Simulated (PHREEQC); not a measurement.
## Brine: an equilibrium model

Make-up at 10 °C: 3.3 mol/kgw CaCl2 and 0.0063 mol/kgw K2SO4. Closed to the air; pH follows from the charge balance.

Model: Pitzer model, pitzer.dat, run in PHREEQC.

Each row changes one thing in this solution. No solid was allowed to form.

```
case                                    pH  HSO4- (mol/kgw)  SI of Gypsum (CaSO4:2H2O)  SI of Sylvite (KCl)
------------------------------------  ----  ---------------  -------------------------  -------------------
as made                               5.57         6.29e-10                      +0.22                -2.00
0.002 mol/kgw H4SiO4 added               ?                ?                      +0.22                -2.00
K2SO4 from 0.0063 to 0.00126 mol/kgw  5.57                ?                      -0.47                -2.70
```

### Question
Some entries are withheld; supply them.

### Answer

- 0.002 mol/kgw H4SiO4 added, pH: 4.81
- 0.002 mol/kgw H4SiO4 added, HSO4- (mol/kgw): 3.60e-9
- K2SO4 from 0.0063 to 0.00126 mol/kgw, HSO4- (mol/kgw): 1.26e-10

Some of these states are supersaturated (in Gypsum, SiO2(a), for instance). In brines, pH and single-ion activities rest on the MacInnes convention. At this temperature some constants are extrapolated from 25 °C, and those without enthalpy data are left unchanged.
